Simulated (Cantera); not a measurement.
Feed: 1 mol K2CO3, 0.074 mol H2O, equilibrated at 0.225 Torr.

Cantera equilibrium calculation (NASA polynomials, part measured and part estimated; ideal gas, pure solids and liquids). Candidate condensed phases: C, C6H6, C7H8, C8H18, H2O, K, KOH, KO2, K2CO3, K2O, K2O2; 116 gas species. Kinetics and transport are ignored.

Q: Which condensed phases are stable at each of these points (T (°C)): 675, 750, 825, 900, 975, 1050, 1125, 1200, 1275, 1350, 1425, 1500, 1575, 1650?

A: 
```json
[
 {"T (°C)": "675", "condensed phases": "K2CO3(s)", "K condensed (%)": "99.9"},
 {"T (°C)": "750", "condensed phases": "K2CO3(s)", "K condensed (%)": "99.5"},
 {"T (°C)": "825", "condensed phases": "K2CO3(s)", "K condensed (%)": "97.9"},
 {"T (°C)": "900", "condensed phases": "K2CO3(s)", "K condensed (%)": "93.8"},
 {"T (°C)": "975", "condensed phases": "K2CO3(l)", "K condensed (%)": "91.1"},
 {"T (°C)": "1050", "condensed phases": "gas only", "K condensed (%)": "0.0"},
 {"T (°C)": "1125", "condensed phases": "gas only", "K condensed (%)": "0.0"},
 {"T (°C)": "1200", "condensed phases": "gas only", "K condensed (%)": "0.0"},
 {"T (°C)": "1275", "condensed phases": "gas only", "K condensed (%)": "0.0"},
 {"T (°C)": "1350", "condensed phases": "gas only", "K condensed (%)": "0.0"},
 {"T (°C)": "1425", "condensed phases": "gas only", "K condensed (%)": "0.0"},
 {"T (°C)": "1500", "condensed phases": "gas only", "K condensed (%)": "0.0"},
 {"T (°C)": "1575", "condensed phases": "gas only", "K condensed (%)": "0.0"},
 {"T (°C)": "1650", "condensed phases": "gas only", "K condensed (%)": "0.0"}
]
```

From 675 °C to 900 °C the condensed part is K2CO3(s). At 975 °C the condensed part is K2CO3(l). From 1050 °C to 1650 °C nothing is condensed.
